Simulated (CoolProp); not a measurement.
Neopentane at 293.15 K and 0.0565 MPa is throttled through a valve to 0.0284 MPa with no heat exchange. Each further row changes one setting.

Model: reference Helmholtz-energy equation of state, Lemmon 2006, in CoolProp. It is a short technical equation, of lower accuracy than the large ones.

```
case                         temperature change (K)  final density (kg/m³)
---------------------------  ----------------------  ---------------------
as stated                                (withheld)             (withheld)
outlet pressure 0.00852 MPa              (withheld)             (withheld)
outlet pressure 0.0369 MPa               (withheld)             (withheld)
```

**Question.** Complete the blanks.

**Answer.** 
- as stated, temperature change (K): -0.7
- as stated, final density (kg/m³): 0.852
- outlet pressure 0.00852 MPa, temperature change (K): -1.2
- outlet pressure 0.00852 MPa, final density (kg/m³): 0.254
- outlet pressure 0.0369 MPa, temperature change (K): -0.5
- outlet pressure 0.0369 MPa, final density (kg/m³): 1.11
